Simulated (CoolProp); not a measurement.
Vapour-liquid equilibrium of R125 (1) + cyclopropane (2) at 888 kPa; x and y are mole fractions of (1).

Model: multi-fluid Helmholtz-energy mixture model, Lemmon 2005 and Polt 1992; pair parameters Bell 2016, in CoolProp. This equation is an older, rougher fit; its heat capacities, sound speeds and derivatives of the liquid may be far off and weren't checked against measurements.

```
x     bubble temperature, mixture model (K)  bubble temperature, Raoult's law (K)  y, mixture model  y, Raoult's law
----  -------------------------------------  ------------------------------------  ----------------  ---------------
0.05                                  299.1                                 304.2             0.179            0.091
0.15                                  290.9                                 301.0             0.381            0.251
0.25                                  286.7                                 298.2             0.485            0.388
0.35                                  284.3                                 295.5             0.549            0.506
0.45                                  282.8                                 293.1             0.599            0.610
0.55                                  281.8                                 290.8             0.646            0.700
0.65                                  281.1                                 288.7             0.696            0.781
0.75                                  280.8                                 286.8             0.757            0.852
0.85                                  280.9                                 284.9             0.834            0.916
0.95                                  281.7                                 283.2             0.937            0.973
```

The largest gap from Raoult's law is -11.5 K in bubble temperature, at x = 0.25. y crosses x between x = 0.75 and 0.85: the model has an azeotrope there.

Pair parameters are fitted to limited data, so mixtures are less certain than the pure fluids.
